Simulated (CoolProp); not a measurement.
Saturation properties of R1132(E) (Tc = 348.8 K, pc = 5.174 MPa, ω = 0.245).

Model: reference Helmholtz-energy equation of state, Akasaka 2024, in CoolProp.

| T (K) | p (MPa) | enthalpy of vaporisation (kJ/kg) | liquid cp (kJ/(kg K)) | vapour Z |
|---|---|---|---|---|
| 277.2 | 0.9240 | 245.8 | 1.766 | 0.8441 |
| 283.5 | 1.112 | 237.1 | 1.801 | 0.8227 |
| 289.8 | 1.327 | 227.9 | 1.845 | 0.7994 |
| 296 | 1.567 | 218.2 | 1.898 | 0.7745 |
| 302.3 | 1.843 | 207.5 | 1.966 | 0.7469 |
| 308.6 | 2.152 | 195.8 | 2.054 | 0.7166 |
| 314.9 | [?] | 183.0 | [?] | 0.6832 |
| 321.2 | 2.886 | 168.7 | [?] | 0.6460 |
| 327.5 | 3.317 | 152.2 | 2.574 | 0.6039 |

### Question
Fill in the missing entries.

### Answer

- 314.9, p (MPa): 2.499
- 314.9, liquid cp (kJ/(kg K)): 2.169
- 321.2, liquid cp (kJ/(kg K)): 2.330
